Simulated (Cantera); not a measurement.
A freely propagating, adiabatic, planar premixed flame of 31.7 % H2, 12.2 % O2, 56.1 % N2, equivalence ratio 1.3, unburnt at 625 K and 278 Torr; mixture-averaged transport, grid criteria slope 0.08 and curve 0.16, no radiation.

Computed with Cantera and the H2/O2 subset of GRI-Mech 3.0, which has no nitrogen chemistry. Burning velocities carry a grid error of a few per cent, more on coarse grids.

Problem. Predict: laminar burning velocity; thermal thickness; peak x(O); peak x(H); peak x(HO2); peak x(H2O2).

Solution. 
| Item | Result |
|---|---|
| laminar burning velocity | 713 cm/s |
| thermal thickness | 1.82 mm |
| peak x(O) | 0.00927 |
| peak x(H) | 0.0879 |
| peak x(HO2) | 9.98e-5 |
| peak x(H2O2) | 2.32e-6 |
